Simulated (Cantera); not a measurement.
# Ignition delay

Mixture: CH3OH : O2 : N2 = 1 : 1.67 : 6.27 (molar parts), at 1.30 bar, adiabatic and at constant pressure. Ignition delay is the time to a rise of 400 K.

Model: GRI-Mech 3.0 (53 species, 325 reactions), integrated in Cantera. GRI-Mech 3.0 was tuned for natural gas; its chemistry of methanol as a main component is partial and can be far from experiment.

```csv
T0 (K),delay (ms)
1200,7.77
1250,3.55
1300,1.74
1350,0.909
1400,0.505
1450,0.297
1500,0.183
1550,0.118
1600,0.0789
```

```yaml
apparent activation energy between 1500 and 1600 K: 170 kJ/mol
```
